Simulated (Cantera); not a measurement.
A perfectly stirred reactor is fed with H₂ : O₂ : N₂ = 1.5 : 1 : 5.5 (molar parts), equivalence ratio 0.75, at 750 Torr; it is held at 825 K, and followed from long to short residence time.

Cantera simulation using the H2/O2 subset of GRI-Mech 3.0, which has no nitrogen chemistry; the numbers are that mechanism's predictions, not measurements. Below about 950 K walls govern HO2 and H2O2 in real vessels. The temperature is held fixed by assumption; the heat of reaction is taken as removed at once.

**Question.** Predict: x(H₂) at τ = 20.0 s; x(O₂) at τ = 20.0 s; x(H₂O) at τ = 20.0 s; x(HO₂) at τ = 20.0 s; x(H₂O₂) at τ = 20.0 s; x(H₂) at τ = 73.0 ms; x(O₂) at τ = 73.0 ms; x(H₂O) at τ = 73.0 ms; x(HO₂) at τ = 73.0 ms; x(H₂O₂) at τ = 73.0 ms.

**Answer.** x(H₂) at τ = 20.0 s: 0.151
x(O₂) at τ = 20.0 s: 0.107
x(H₂O) at τ = 20.0 s: 0.0402
x(HO₂) at τ = 20.0 s: 9.41e-6
x(H₂O₂) at τ = 20.0 s: 0.000633
x(H₂) at τ = 73.0 ms: 0.188
x(O₂) at τ = 73.0 ms: 0.125
x(H₂O) at τ = 73.0 ms: 4.76e-9
x(HO₂) at τ = 73.0 ms: 1.20e-8
x(H₂O₂) at τ = 73.0 ms: 9.10e-9
